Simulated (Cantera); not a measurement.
An isothermal, constant-pressure homogeneous reactor starts with 90.1 % NO, 9.91 % N2, at 1775 K and 0.0266 atm.

Computed with Cantera and GRI-Mech 3.0 (53 species, 325 reactions). Radical loss at walls, strong at low pressure, is not modelled.

x: mole fraction; the columns are a selection and need not sum to one.

| t (s) | x NO | x O2 | x N2 | x NO2 | x N2O |
|---|---|---|---|---|---|
| 4.00e-6 | 0.901 | <1e-12 | 0.0991 | 2.73e-12 | ___ |
| 2.20e-5 | 0.901 | 1.06e-11 | 0.0991 | 8.21e-11 | ___ |
| 0.000121 | 0.901 | 3.23e-10 | 0.0991 | 2.49e-9 | ___ |
| 0.000663 | 0.901 | 9.53e-9 | 0.0991 | 7.24e-8 | ___ |
| 0.00364 | 0.901 | 2.89e-7 | 0.0991 | 1.92e-6 | ___ |
| 0.0200 | 0.901 | 1.33e-5 | 0.0991 | 2.74e-5 | ___ |
| 0.110 | 0.900 | 0.000328 | 0.0994 | 5.61e-5 | ___ |
| 0.603 | 0.895 | 0.00263 | 0.102 | 6.67e-5 | ___ |
| 3.31 | 0.869 | 0.0155 | 0.115 | 0.000103 | ___ |
| 18.2 | 0.737 | 0.0817 | 0.181 | 0.000190 | ___ |
| 100 | 0.310 | 0.295 | 0.395 | 0.000157 | ___ |

Q: Some entries are withheld; supply them.

A: 
- 4.00e-6, x N2O: 1.62e-8
- 2.20e-5, x N2O: 8.88e-8
- 0.000121, x N2O: 4.87e-7
- 0.000663, x N2O: 2.67e-6
- 0.00364, x N2O: 1.44e-5
- 0.0200, x N2O: 7.11e-5
- 0.110, x N2O: 0.000229
- 0.603, x N2O: 0.000284
- 3.31, x N2O: 0.000259
- 18.2, x N2O: 0.000169
- 100, x N2O: 2.56e-5
